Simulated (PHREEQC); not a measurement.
Dissolve 3.1 mmol/kgw H3PO4, 3.3 mmol/kgw HCl and 0.018 mmol/kgw H4SiO4 at 25 °C. Closed to the air; pH follows from the charge balance.

Equilibrium calculation in PHREEQC: ion-association model, phreeqc.dat.

```
Item                           Result
--------------------  ---------------
pH                               2.32
ionic strength        0.00517 mol/kgw
specific conductance       2010 µS/cm
total alkalinity         -6.40 meq/kg
```

| species | molality | activity | log γ |
|---|---|---|---|
| H+ | 0.00517 | 0.00482 | -0.030 |
| Cl- | 0.00330 | 0.00305 | -0.034 |
| H2PO4- | 0.00187 | 0.00173 | -0.033 |
| H3PO4 | 0.00123 | 0.00123 | 0.001 |
| H4SiO4 | 1.80e-5 | 1.80e-5 | 0.001 |
| HPO4-2 | 3.02e-8 | 2.23e-8 | -0.131 |

This is a speciation only: nothing precipitates in the calculation.
